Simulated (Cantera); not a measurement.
# Ignition delay

Mixture: H2 : O2 : N2 = 1 : 1 : 6.2 (molar parts), equivalence ratio 0.50, at 13.8 atm, adiabatic and at constant pressure. Ignition delay is the time to a rise of 400 K.

Computed with Cantera and the H2/O2 subset of GRI-Mech 3.0, which has no nitrogen chemistry. The hydrogen kinetics of GRI-Mech 3.0 are dated; newer H2 mechanisms differ, most at raised pressure. The pressure lies above the range GRI-Mech 3.0 was tuned for (to about 10 atm). Where the delays flatten at high temperature, the 400 K rule measures the pace of heat release, not the induction time.

```
T0 (K)  delay (ms)
------  ----------
1050          4.50
1150         0.518
1250        0.0390
1350       0.00469
1450       0.00236
1550       0.00158
1650       0.00121
1750       0.00102
1850      0.000920
```
